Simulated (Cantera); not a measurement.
## Ignition delay

Mixture: CH4 : O2 : N2 : H2O : H2 = 1 : 2.5 : 9.4 : 3.5 : 0.12 (molar parts), equivalence ratio 0.82, at 9.67 atm, adiabatic and at constant volume. Ignition delay is the time to a rise of 400 K.

Computed with Cantera and GRI-Mech 3.0 (53 species, 325 reactions).

| T0 (K) | delay (ms) |
|---|---|
| 1100 | 4.80 |
| 1200 | 1.50 |
| 1300 | 0.605 |
| 1400 | 0.274 |
| 1500 | 0.128 |
| 1600 | 0.0594 |
| 1700 | 0.0281 |
| 1800 | 0.0139 |
| 1900 | 0.00736 |

* **apparent activation energy between 1700 and 1900 K**: 180 kJ/mol
